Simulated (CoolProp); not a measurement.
Vapour-liquid equilibrium of CH3F (R41) (1) + chloromethane (R40) (2) at 280.5 K; x and y are mole fractions of (1).

Model: multi-fluid Helmholtz-energy mixture model, Lemmon 2006 and Thol 2014; pair parameters Bell 2016, in CoolProp.

### Question
Give the bubble pressure and the first vapour's composition at x = 0.2, 0.5, 0.95. Is there an azeotrope?

### Answer
x = 0.2: 7.546 bar, y = 0.608; x = 0.5: 13.76 bar, y = 0.838; x = 0.95: 23.48 bar, y = 0.985. No azeotrope shows between x = 0.05 and 0.95.

Pair parameters are fitted to limited data, so mixtures are less certain than the pure fluids.
